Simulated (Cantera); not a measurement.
Hydrocarbon pyrolysis for carbon deposition

An isothermal, constant-pressure homogeneous reactor starts with C3H8 : H2 = 1 : 5.7 (molar parts), at 1950 K and 10.00 Torr.

Model: GRI-Mech 3.0 (53 species, 325 reactions), integrated in Cantera. GRI-Mech 3.0 was tuned for natural gas; its chemistry of propane as a main component is partial and can be far from experiment. GRI-Mech 3.0 stops at C3 and has no aromatics, soot or wall deposition, so with more carbon than oxygen in the feed, carbon stays in small species such as C2H2 where larger ones or solid carbon would form. Radical loss at walls, strong at low pressure, is not modelled.

```
t (s)       x C3H8   x H2  x C2H2    x CH2     x CH3    x C2H6
--------  --------  -----  ------  -------  --------  --------
0.000300   5.62e-7  0.735  0.0767  9.30e-5    0.0305  0.000243
0.000866   1.56e-7  0.757   0.103  4.75e-5    0.0165  0.000109
0.00250    4.58e-8  0.776   0.116  2.72e-5   0.00975   4.98e-5
0.00721    1.26e-8  0.795   0.128  1.78e-5   0.00604   2.15e-5
0.0208     2.40e-9  0.815   0.140  1.33e-5   0.00355   7.15e-6
0.0600    1.62e-10  0.831   0.149  8.98e-6   0.00157   1.17e-6
0.173     2.71e-12  0.837   0.153  4.44e-6  0.000463   7.49e-8
0.500       <1e-12  0.837   0.154  1.33e-6  0.000102   2.89e-9
1.44        <1e-12  0.837   0.154  4.10e-7   3.00e-5  2.61e-10
4.16        <1e-12  0.837   0.154  2.52e-7   1.84e-5  1.11e-10
12.0        <1e-12  0.837   0.154  2.46e-7   1.79e-5  1.07e-10
34.7        <1e-12  0.837   0.154  2.46e-7   1.79e-5  1.07e-10
100         <1e-12  0.837   0.154  2.46e-7   1.79e-5  1.07e-10
```
x: mole fraction; the columns are a selection and need not sum to one.

Equilibrium at this temperature and pressure: C3H8 <1e-12, H2 0.837, C2H2 0.154, CH2 2.46e-7, CH3 1.80e-5, C2H6 1.07e-10 (gas phase only).
